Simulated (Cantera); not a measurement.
**Transport properties of process gases**

Gas mixture: CH3OH : H2O : CO2 = 0.65 : 0.44 : 0.37 (molar parts), at 0.109 atm, frozen composition.

Cantera's kinetic-theory transport with the Lennard-Jones parameters of GRI-Mech 3.0, ideal gas; thermal conductivity in the mixture-averaged form. Polar gases are described roughly by these parameters. The composition is frozen, though it would react at the higher temperatures.

```json
[
 {"T (K)": "400", "ρ (kg/m³)": "0.102", "cp (J/kg/K)": "1416", "μ (µPa s)": "15.2", "λ (mW/m/K)": "29.8", "Pr": "0.724", "D (cm²/s) H2": "10.7", "D (cm²/s) CH3": "2.91", "D (cm²/s) NO": "2.67"},
 {"T (K)": "600", "ρ (kg/m³)": "0.0680", "cp (J/kg/K)": "1716", "μ (µPa s)": "22.6", "λ (mW/m/K)": "52.7", "Pr": "0.735", "D (cm²/s) H2": "21.7", "D (cm²/s) CH3": "6.15", "D (cm²/s) NO": "5.56"},
 {"T (K)": "800", "ρ (kg/m³)": "0.0510", "cp (J/kg/K)": "1953", "μ (µPa s)": "29.3", "λ (mW/m/K)": "77.2", "Pr": "0.741", "D (cm²/s) H2": "35.4", "D (cm²/s) CH3": "10.3", "D (cm²/s) NO": "9.21"},
 {"T (K)": "1000", "ρ (kg/m³)": "0.0408", "cp (J/kg/K)": "2144", "μ (µPa s)": "35.5", "λ (mW/m/K)": "102", "Pr": "0.746", "D (cm²/s) H2": "51.6", "D (cm²/s) CH3": "15.1", "D (cm²/s) NO": "13.5"},
 {"T (K)": "1200", "ρ (kg/m³)": "0.0340", "cp (J/kg/K)": "2293", "μ (µPa s)": "41.2", "λ (mW/m/K)": "126", "Pr": "0.748", "D (cm²/s) H2": "70.0", "D (cm²/s) CH3": "20.7", "D (cm²/s) NO": "18.5"},
 {"T (K)": "1400", "ρ (kg/m³)": "0.0292", "cp (J/kg/K)": "2413", "μ (µPa s)": "46.6", "λ (mW/m/K)": "150", "Pr": "0.749", "D (cm²/s) H2": "90.5", "D (cm²/s) CH3": "26.9", "D (cm²/s) NO": "23.9"},
 {"T (K)": "1600", "ρ (kg/m³)": "0.0255", "cp (J/kg/K)": "2508", "μ (µPa s)": "51.5", "λ (mW/m/K)": "173", "Pr": "0.748", "D (cm²/s) H2": "113", "D (cm²/s) CH3": "33.8", "D (cm²/s) NO": "30.0"},
 {"T (K)": "1800", "ρ (kg/m³)": "0.0227", "cp (J/kg/K)": "2585", "μ (µPa s)": "56.3", "λ (mW/m/K)": "195", "Pr": "0.747", "D (cm²/s) H2": "137", "D (cm²/s) CH3": "41.2", "D (cm²/s) NO": "36.5"},
 {"T (K)": "2000", "ρ (kg/m³)": "0.0204", "cp (J/kg/K)": "2645", "μ (µPa s)": "60.8", "λ (mW/m/K)": "216", "Pr": "0.745", "D (cm²/s) H2": "164", "D (cm²/s) CH3": "49.1", "D (cm²/s) NO": "43.5"}
]
```
D: mixture-averaged diffusion coefficient of that species in the mixture.
